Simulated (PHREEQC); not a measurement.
Make-up at 25 °C: 2.3 mol K2CO3 and 0.017 mol NaHCO3 per kg of water. Closed to the air; pH follows from the charge balance.

The numbers come from PHREEQC with the Pitzer model, pitzer.dat.

Each row changes one thing in this solution. No solid was allowed to form.

```
case                                             pH  ionic strength (mol/kgw)  HCO3- (mol/kgw)  CO2 (mol/kgw)  SI of Kalicinite (KHCO3)
--------------------------------------------  -----  ------------------------  ---------------  -------------  ------------------------
as made                                       11.94                      6.91           0.0203        1.66e-8                     -2.11
NaHCO3 from 0.017 to 0.0153 mol/kgw           11.97                      6.91           0.0188        1.43e-8                     -2.14
NaHCO3 replaced by NaBr at the same molality  12.34                      6.91          0.00818        2.71e-9                     -2.50
NaHCO3 left out                               12.34                      6.89          0.00818        2.71e-9                     -2.50
K2CO3 replaced by KCl at the same molality     7.77                      2.32           0.0164       0.000317                     -2.29
```

In brines, pH and single-ion activities rest on the MacInnes convention.
